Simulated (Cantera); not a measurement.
A closed system holds: 1 mol B2H6, 4.5 mol O2, at 0.210 bar.

These are equilibrium values from Cantera (NASA tables, ideal gas, pure condensed phases), not measurements of a reactor. Candidate condensed phases: B, B2O3, B3O3H3, H2O; 23 gas species. The feed counts by its element totals alone. Gases not in the tables: H3BO3. The numbers say what is thermodynamically allowed, not how fast it happens.

x: gas mole fraction; n: condensed amount in mol.

```tsv
T (K)	x H2O	x O2	x HBO2	x B2O3	x OH	x BO2	n B2O3(l)
1275	0.661	0.333	0.00402	4.38e-7	3.33e-5	2.56e-7	0.976
1375	0.654	0.331	0.0127	6.26e-6	0.000101	2.45e-6	0.960
1475	0.637	0.328	0.0337	6.14e-5	0.000261	1.71e-5	0.915
1575	0.601	0.320	0.0770	0.000444	0.000586	9.23e-5	___
1675	0.535	0.306	0.153	0.00250	0.00115	0.000403	___
1775	0.434	0.284	0.267	0.0115	0.00196	0.00147	___
1875	0.385	0.271	0.316	0.0219	0.00329	0.00327	0
1975	0.387	0.269	0.308	0.0246	0.00559	0.00538	0
2075	0.387	0.267	0.299	0.0270	0.00900	0.00838	0
2175	0.387	0.263	0.289	0.0292	0.0138	0.0125	0
2275	0.385	0.259	0.279	0.0310	0.0204	0.0178	0
```

Q: Complete the blanks.

A: 
- 1575, n B2O3(l): 0.812
- 1675, n B2O3(l): 0.608
- 1775, n B2O3(l): 0.231
